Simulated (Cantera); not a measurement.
Feed: 1 mol TEOS, 13 mol NO, at 7.50 Torr.

Equilibrium computed with Cantera from the NASA thermochemical tables; the gas is ideal and each condensed phase is pure. Candidate condensed phases: C, C6H6, C7H8, C8H18, H2O, Si, SiC, SiO2, Si2N2O, Si3N4; 151 gas species. The feed counts by its element totals alone. The tables hold silica as quartz up to 1696 K and as liquid above; real silica turns to tridymite and cristobalite and melts near 1996 K. Rates play no part. All values below are at 927 °C.

Base state: N2 0.265, H2 0.236, CO 0.213, H2O 0.172, CO2 0.113 (mole fractions); condensed: SiO2(β-quartz).

What changes in the equilibrium state with this change: TEOS replaced by SiF4?


```
species              before     after
-------------------  ------  --------
O2                    <1e-9     0.464
N2                    0.265     0.464
SiF4                      0    0.0714
H2                    0.236         0
CO                    0.213         0
H2O                   0.172         0
CO2                   0.113         0
NO                    <1e-9  0.000223
SiO2(β-quartz), mol    1.00         0
```
